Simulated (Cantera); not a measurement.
Mixture: 7.41 % CH4, 0.230 % C2H6, 13.0 % O2, 79.3 % N2, equivalence ratio 1.2, at 3.90 bar, adiabatic and at constant volume. Ignition delay is the time to a rise of 400 K.

Detailed kinetics in Cantera: GRI-Mech 3.0 (53 species, 325 reactions).

Problem. Predict: delay at 1200 K; delay at 1300 K; delay at 1400 K; delay at 1500 K; delay at 1600 K; delay at 1700 K; apparent activation energy between 1500 and 1700 K.

Solution. 
- delay at 1200 K: 9.81 ms
- delay at 1300 K: 3.10 ms
- delay at 1400 K: 1.01 ms
- delay at 1500 K: 0.343 ms
- delay at 1600 K: 0.128 ms
- delay at 1700 K: 53.8 µs
- apparent activation energy between 1500 and 1700 K: 200 kJ/mol
